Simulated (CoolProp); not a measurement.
1-butene along the isotherm 309.5 K: fugacity coefficient from the reference equation and from simpler models built on Tc = 419.3 K, pc = 4.006 MPa, ω = 0.192; each cubic takes its own stable root.

Computed with CoolProp (reference Helmholtz-energy equation of state, Lemmon 2005). It is a short technical equation, of lower accuracy than the large ones.

```tsv
p (MPa)	phase	reference
0.167	gas	0.9607
0.334	gas	0.9214
0.501	liquid	0.7477
0.668	liquid	0.5643
0.835	liquid	0.4543
1	liquid	0.3817
1.17	liquid	0.3284
1.34	liquid	0.2886
1.5	liquid	0.2594
1.67	liquid	0.2345
1.84	liquid	0.2142
2	liquid	0.1982
```

Question: How far does each simpler model (van der Waals, Redlich-Kwong, Soave-Redlich-Kwong, Peng-Robinson) lie from the reference over these 12 states: mean and median of the absolute difference, and the worst?

Answer: 
- van der Waals: mean 91.8 %, median 126.6 %, worst +135.5 % at 309.5 K and 2 MPa
- Redlich-Kwong: mean 23.6 %, median 28.9 %, worst +29.4 % at 309.5 K and 2 MPa
- Soave-Redlich-Kwong: mean 1.7 %, median 1.8 %, worst +2.1 % at 309.5 K and 2 MPa
- Peng-Robinson: mean 0.3 %, median 0.2 %, worst +0.5 % at 309.5 K and 0.334 MPa

At some of these states van der Waals, Redlich-Kwong gives the other phase, because its saturation line lies elsewhere.
